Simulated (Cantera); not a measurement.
## MgO + Cl2 + N2 (oxide etching and cleaning by halides)

A closed system holds: 1 mol MgO, 8.9 mol Cl2, 19 mol N2.

Equilibrium computed with Cantera from the NASA thermochemical tables; the gas is ideal and each condensed phase is pure. Candidate condensed phases: Mg, MgCl2, MgO; 18 gas species. Mutual solubility and eutectic melting of coexisting phases are not modelled. Rates play no part.

Map the stable condensed phases over T = 1200, 1225, 1250, 1275, 1300, 1325, 1350, 1375, 1400, 1425, 1450 K and P in Pa = 1, 3.2, 10, 32, 100, 320, 1000, 3200, 10000, 32000, 100000.


```
T in K \ P in Pa
              1    3.2     10     32    100    320   1000   3200  10000  32000 100000
   1450       A      A      A      A      A      A      A      A      A      A      A
   1425       A      A      A      A      A      A      A      A      A      A      A
   1400       A      A      A      A      A      A      A      A      A      A      A
   1375       A      A      A      A      A      A      A      A      A      A      A
   1350       A      A      A      A      A      A      A      A      A      A      A
   1325       A      A      A      A      A      A      A      A      A      A      A
   1300       A      A      A      A      A      A      A      A      A      A      B
   1275       A      A      A      A      A      A      A      A      A      A      C
   1250       A      A      A      A      A      A      A      A      A      B      C
   1225       A      A      A      A      A      A      A      A      B      B      C
   1200       A      A      A      A      A      A      A      A      B      B      C
```
A: gas only; B: MgO; C: MgCl2 + MgO.
